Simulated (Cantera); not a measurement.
Input: 1 mol Si, 0.13 mol CO2, 1.5 mol H2, at 1600 °C and 1.00 bar.

Equilibrium computed with Cantera from the NASA thermochemical tables; the gas is ideal and each condensed phase is pure. Candidate condensed phases: C, C6H6, C7H8, C8H18, H2O, Si, SiC, SiO2; 123 gas species. Each liquid is taken as pure. Mutual solubility and eutectic melting of coexisting phases are not modelled. The tables hold silica as quartz up to 1696 K and as liquid above; real silica turns to tridymite and cristobalite and melts near 1996 K. Gases not in the tables: Si2H6 and higher silanes. Equilibrium is a limit: real reactors are often held back by kinetics, nucleation or transport.

Q: What is the equilibrium state?

A: 
```json
{
 "x(H2)": "0.890",
 "x(SiO)": "0.0936",
 "x(CO)": "0.0152",
 "x(H)": "0.000610",
 "x(H2O)": "8.20e-5",
 "x(SiH2)": "4.37e-5",
 "x(CH4)": "1.60e-5",
 "x(Si)": "8.84e-6",
 "x(SiH)": "7.77e-6",
 "n(Si(l))": "0.700 mol",
 "n(SiC(s))": "0.104 mol",
 "n(SiO2(condensed))": "0.0383 mol",
 "gas_amount": "1.684 mol",
 "log10 activity of C(graphite) (absent)": "-1.48"
}
```
